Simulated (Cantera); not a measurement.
Source: NASA polynomial tables (part measured, part estimated), evaluated in Cantera. Values are per mole of reaction as written; species without (g) are pure solids or liquids, kept so even where they would boil at 1 bar.

2 F(g) + H₂(g) = 2 HF(g)

```tsv
T (K)	ΔH° (kJ)	ΔS° (J/K)	ΔG° (kJ)	log10 K
1498	-719.4	-122.9	-535.3	18.66
1698	-721.3	-124.1	-510.6	15.71
1898	-723.1	-125.1	-485.6	13.37
2098	-724.7	-125.9	-460.5	11.47
2298	___	___	___	___
2498	___	___	___	___
2698	___	___	___	___
```

Task: Complete the blanks.

Result: 
- 2298, ΔH° (kJ): -726.2
- 2298, ΔS° (J/K): -126.6
- 2298, ΔG° (kJ): -435.3
- 2298, log10 K: 9.89
- 2498, ΔH° (kJ): -727.6
- 2498, ΔS° (J/K): -127.2
- 2498, ΔG° (kJ): -409.9
- 2498, log10 K: 8.57
- 2698, ΔH° (kJ): -729.0
- 2698, ΔS° (J/K): -127.7
- 2698, ΔG° (kJ): -384.4
- 2698, log10 K: 7.44
